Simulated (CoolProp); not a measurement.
Propylene along the isotherm 412.4 K: fugacity coefficient from the reference equation and from simpler models built on Tc = 364.2 K, pc = 45.55 bar, ω = 0.146; each cubic takes its own stable root.

The numbers come from the reference Helmholtz-energy equation of state, Lemmon 2013 in CoolProp.

```tsv
p (bar)	phase	reference	van der Waals	Redlich-Kwong	Soave-Redlich-Kwong
15.2	gas	0.9242	0.9276	0.9226	0.9257
30.4	gas	0.8515	0.8562	0.8482	0.8544
45.5	gas	0.7819	0.7852	0.7769	0.7864
60.7	supercritical	0.7142	0.7127	0.7077	0.7208
75.9	supercritical	0.6495	0.6408	0.6423	0.6593
91.1	supercritical	0.5911	0.5822	0.5855	0.6052
106	supercritical	0.5438	0.5393	0.5409	0.5618
121	supercritical	0.5059	0.5068	0.5056	0.5268
137	supercritical	0.4740	0.4807	0.4760	0.4973
152	supercritical	0.4501	0.4620	0.4539	0.4752
167	supercritical	0.4308	0.4475	0.4361	0.4572
182	supercritical	0.4150	0.4363	0.4215	0.4425
197	supercritical	0.4019	0.4278	0.4095	0.4305
213	supercritical	0.3905	0.4211	0.3990	0.4200
228	supercritical	0.3817	0.4166	0.3910	0.4120
```
